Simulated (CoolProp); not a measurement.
The numbers come from the reference Helmholtz-energy equation of state, Zhou 2012 in CoolProp.

Q: Give the vapour pressure (kPa), vapour density (kg/m³), liquid cp (kJ/(kg K)), surface tension (mN/m) of saturated ethylbenzene at 504, 563 K.

A: 
| T (K) | p (kPa) | vapour density (kg/m³) | liquid cp (kJ/(kg K)) | surface tension (mN/m) |
|---|---|---|---|---|
| 504 | 752 | 23.1 | 2.53 | 8.05 |
| 563 | 1820 | 61.6 | 2.93 | 3.28 |

Surface tension comes from a separate correlation (Mulero 2014).
